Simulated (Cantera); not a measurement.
Charge: 1 mol NH3, 5.1 mol H2, 0.037 mol O2, held at 4100000 Pa.

Equilibrium computed with Cantera from the NASA thermochemical tables; the gas is ideal and each condensed phase is pure. Candidate condensed phases: H2O; 47 gas species. Ions and electrons are included (thermal ionisation). The ideal-gas law is rough above about 30 bar. The numbers say what is thermodynamically allowed, not how fast it happens.

Task: At 3500 K, list the 5 most abundant gas species with their mole fractions, and the condensed phases.

Result: H2 0.838, H 0.0844, N2 0.0674, H2O 0.00950, OH 0.000440. Condensed: gas only.
